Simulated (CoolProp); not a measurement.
Saturation properties of R1234ze(Z).

Values from CoolProp's reference Helmholtz-energy equation of state, Akasaka 2019.

```tsv
T (°C)	p (MPa)	vapour density (kg/m³)	enthalpy of vaporisation (kJ/kg)	surface tension (mN/m)
21.05	0.1545	7.716	208.6	13.3
25.65	0.1815	8.997	205.8	12.7
30.35	0.2128	10.48	202.9	12.1
35.05	0.2480	12.14	199.9	11.5
39.65	0.2868	13.98	196.8	11.0
44.35	0.3310	16.07	193.6	10.4
48.95	0.3792	18.37	190.4	9.87
53.65	0.4338	20.98	186.9	9.31
58.35	0.4943	23.89	183.4	8.76
62.95	0.5594	27.06	179.8	8.23
67.65	0.6325	30.66	175.9	7.69
72.25	0.7108	34.58	172.0	7.17
76.95	0.7982	39.02	167.9	6.65
81.65	0.8935	43.95	163.5	6.13
86.25	0.9948	49.32	159.1	5.63
```

It boils at 9.7 °C under 1 atm.

Surface tension comes from a separate correlation (Kondou 2015).
